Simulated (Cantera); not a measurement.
Calcination and drying: Ca(OH)2 + CO2 + H2

Charge: 1 mol Ca(OH)2, 7.4 mol CO2, 1.6 mol H2, at 848.15 K.

Method: chemical equilibrium by Gibbs-energy minimisation in Cantera with the NASA 1993 tables (ideal gas, pure condensed phases). Candidate condensed phases: C, C6H6, C7H8, C8H18, Ca, CaCO3, CaO, Ca(OH)2, H2O; 115 gas species. Equilibrium is a limit: real reactors are often held back by kinetics, nucleation or transport.

From 0.000100 bar to 0.00180 bar the condensed part is CaO(s). From 0.00750 bar to 2.40 bar the condensed part is CaCO3(calcite). At 10.0 bar the condensed part is C(graphite) + CaCO3(calcite).

```csv
P (Pa),x CO2,x H2O,x CO,x H2,x CH4,n CaO(s),n CaCO3(calcite),n C(graphite)
10,0.655,0.185,0.0854,0.0746,9.00e-12,1.00,0,0
42,0.655,0.185,0.0854,0.0746,1.59e-10,1.00,0,0
180,0.655,0.185,0.0854,0.0746,2.92e-9,1.00,0,0
750,0.622,0.200,0.0891,0.0886,8.20e-8,0,1.00,0
3200,0.622,0.200,0.0891,0.0886,1.49e-6,0,1.00,0
13000,0.622,0.200,0.0891,0.0886,2.46e-5,0,1.00,0
56000,0.623,0.200,0.0884,0.0878,0.000440,0,1.00,0
240000,0.633,0.203,0.0798,0.0789,0.00523,0,1.00,0
1000000,0.664,0.211,0.0541,0.0531,0.0180,0,1.00,0.0240
```
x: gas mole fraction; n: condensed amount in mol.
